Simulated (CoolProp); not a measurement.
Vapour-liquid equilibrium of R114 (1) + benzene (2) at 2.39 bar; x and y are mole fractions of (1).

Model: multi-fluid Helmholtz-energy mixture model, Platzer 1990 and Thol 2012; pair parameters Bell 2016, in CoolProp. This equation is an older, rougher fit; its heat capacities, sound speeds and derivatives of the liquid may be far off and weren't checked against measurements.

### Question
Give the bubble temperature and the first vapour's composition at x = 0.15, 0.55, 0.75. Is there an azeotrope?

### Answer
x = 0.15: 336.4 K, y = 0.772; x = 0.55: 312.8 K, y = 0.928; x = 0.75: 308.0 K, y = 0.956. No azeotrope shows between x = 0.05 and 0.95.

Pair parameters are fitted to limited data, so mixtures are less certain than the pure fluids. With so large a gap from Raoult's law the liquid may split in two, which this calculation doesn't test in full.
